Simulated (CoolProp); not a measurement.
Computed with CoolProp (reference Helmholtz-energy equation of state, Penoncello 2003).

Q: Give the vapour pressure (kPa), liquid density (kg/m³), liquid viscosity (µPa s) of saturated CHF3 (R23) at -13.55, -0.85 °C.

A: 
```
T (°C)  p (kPa)  liquid density (kg/m³)  liquid viscosity (µPa s)
------  -------  ----------------------  ------------------------
-13.55     1700                    1130                       115
-0.85      2440                    1040                      93.9
```

Viscosity comes from a separate model (Shan 2000).
